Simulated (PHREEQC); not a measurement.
Consider water at 25 °C with 0.24 mol HCl, 0.34 mol FeSO4 and 0.021 mol NH3 per kg of water. Closed to the air; pH follows from the charge balance.

Computed with PHREEQC (ion-association model, phreeqc.dat).

This is a speciation only: nothing precipitates in the calculation.

### Question
Predict the pH, density, activity of water.

### Answer
pH 1.29; density 1.049 g/cm³; activity of water 0.986.

### Question
In which forms is S present?

### Answer
HSO4- 30 %, FeSO4 28 %, SO4-2 27 %, FeHSO4+ 15 %, NH4SO4- 0.8 % of the S.

Ionic strength above about 0.7 mol/kgw puts this run outside the model's range. Complexes and solids missing from the database can't appear.
